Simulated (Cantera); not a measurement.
Input: 1 mol CsOH, 2.2 mol H₂, 18 mol O₂, held at 0.133 bar.

Method: chemical equilibrium by Gibbs-energy minimisation in Cantera with the NASA 1993 tables (ideal gas, pure condensed phases). Candidate condensed phases: Cs, CsOH, H₂O; 15 gas species. Equilibrium is a limit: real reactors are often held back by kinetics, nucleation or transport. All values below are at 1500 °C.

Base state: O₂ 0.840, H₂O 0.109, CsOH 0.0492, OH 0.00143, Cs 0.000517, O 0.000236, CsO 3.12e-5, H₂ 1.36e-5 (mole fractions); condensed: gas only.

Problem. What changes in the equilibrium state with this change: pressure from 0.133 bar to 2.20 mbar?

Solution. 
| species | before | after |
|---|---|---|
| O₂ | 0.840 | 0.834 |
| H₂O | 0.109 | 0.111 |
| CsOH | 0.0492 | 0.0401 |
| Cs | 0.000517 | 0.00910 |
| H | 2.87e-6 | 6.30e-5 |
| H₂ | 1.36e-5 | 0.000108 |
| O | 0.000236 | 0.00183 |
